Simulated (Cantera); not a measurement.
Charge: 1 mol HCl, 0.039 mol H₂O, 0.85 mol O₂, held at 1977 °C and 0.0100 bar.

Method: chemical equilibrium by Gibbs-energy minimisation in Cantera with the NASA 1993 tables (ideal gas, pure condensed phases). Candidate condensed phases: H₂O; 14 gas species. Rates play no part.

Base state: O₂ 0.340, HCl 0.249, Cl 0.237, H₂O 0.121, OH 0.0238, O 0.0215, H 0.00420, H₂ 0.00320 (mole fractions); condensed: gas only.

Task: What changes in the equilibrium state with this change: HCl replaced by H₂S?

Result: 
```tsv
species	before	after
H₂O	0.121	0.260
H₂	0.00320	0.235
SO₂	0	0.230
O₂	0.340	0.000292
HCl	0.249	0
Cl	0.237	0
SO	0	0.149
S₂	0	0.0414
S	0	0.0278
SH	0	0.0115
O	0.0215	0.000631
H	0.00420	0.0360
OH	0.0238	0.00598
H₂S	0	0.00154
S₂O	0	0.000620
Cl₂	0.000188	0
```
Further candidate phases: H₂SO₄, S.

Task: What changes in the equilibrium state with this change: HCl replaced by HBr?

Result: 
```json
[
 {"species": "Br", "before": "0", "after": "0.429"},
 {"species": "O₂", "before": "0.340", "after": "0.271"},
 {"species": "H₂O", "before": "0.121", "after": "0.209"},
 {"species": "HCl", "before": "0.249", "after": "0"},
 {"species": "Cl", "before": "0.237", "after": "0"},
 {"species": "HBr", "before": "0", "after": "0.0302"},
 {"species": "OH", "before": "0.0238", "after": "0.0296"},
 {"species": "O", "before": "0.0215", "after": "0.0192"},
 {"species": "Cl₂", "before": "0.000188", "after": "0"},
 {"species": "ClO", "before": "0.000176", "after": "0"},
 {"species": "Br₂", "before": "0", "after": "9.56e-5"},
 {"species": "H₂", "before": "0.00320", "after": "0.00621"}
]
```
Further candidate phases: Br₂.
